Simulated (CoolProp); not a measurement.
Properties of methanol along the isobar 67.6 bar.

Values from CoolProp's reference Helmholtz-energy equation of state, de Reuck 1993.

```json
[
 {"T (°C)": "165.45", "phase": "liquid", "density (kg/m³)": "636.4", "cv (kJ/(kg K))": "2.970", "speed of sound (m/s)": "689.0", "expansivity (1/kK)": "2.552"},
 {"T (°C)": "176.05", "phase": "liquid", "density (kg/m³)": "618.2", "cv (kJ/(kg K))": "3.038", "speed of sound (m/s)": "641.8", "expansivity (1/kK)": "___"},
 {"T (°C)": "186.65", "phase": "liquid", "density (kg/m³)": "597.8", "cv (kJ/(kg K))": "3.108", "speed of sound (m/s)": "590.6", "expansivity (1/kK)": "3.445"},
 {"T (°C)": "197.25", "phase": "liquid", "density (kg/m³)": "574.2", "cv (kJ/(kg K))": "3.184", "speed of sound (m/s)": "534.1", "expansivity (1/kK)": "4.211"},
 {"T (°C)": "207.85", "phase": "liquid", "density (kg/m³)": "545.7", "cv (kJ/(kg K))": "3.271", "speed of sound (m/s)": "469.1", "expansivity (1/kK)": "___"},
 {"T (°C)": "218.45", "phase": "liquid", "density (kg/m³)": "___", "cv (kJ/(kg K))": "3.388", "speed of sound (m/s)": "386.2", "expansivity (1/kK)": "8.496"},
 {"T (°C)": "239.65", "phase": "gas", "density (kg/m³)": "88.15", "cv (kJ/(kg K))": "3.420", "speed of sound (m/s)": "275.1", "expansivity (1/kK)": "16.48"},
 {"T (°C)": "250.25", "phase": "gas", "density (kg/m³)": "___", "cv (kJ/(kg K))": "___", "speed of sound (m/s)": "296.6", "expansivity (1/kK)": "10.31"},
 {"T (°C)": "260.85", "phase": "gas", "density (kg/m³)": "70.05", "cv (kJ/(kg K))": "2.897", "speed of sound (m/s)": "312.7", "expansivity (1/kK)": "___"},
 {"T (°C)": "271.45", "phase": "gas", "density (kg/m³)": "65.27", "cv (kJ/(kg K))": "2.760", "speed of sound (m/s)": "325.3", "expansivity (1/kK)": "___"},
 {"T (°C)": "282.05", "phase": "gas", "density (kg/m³)": "61.62", "cv (kJ/(kg K))": "2.662", "speed of sound (m/s)": "335.6", "expansivity (1/kK)": "4.972"},
 {"T (°C)": "292.65", "phase": "gas", "density (kg/m³)": "58.68", "cv (kJ/(kg K))": "2.589", "speed of sound (m/s)": "344.3", "expansivity (1/kK)": "4.285"}
]
```

**Question.** What belongs in the gaps?

**Answer.** 
- 176.05, expansivity (1/kK): 2.928
- 207.85, expansivity (1/kK): 5.508
- 218.45, density (kg/m³): 508.1
- 250.25, density (kg/m³): 76.85
- 250.25, cv (kJ/(kg K)): 3.100
- 260.85, expansivity (1/kK): 7.504
- 271.45, expansivity (1/kK): 5.956
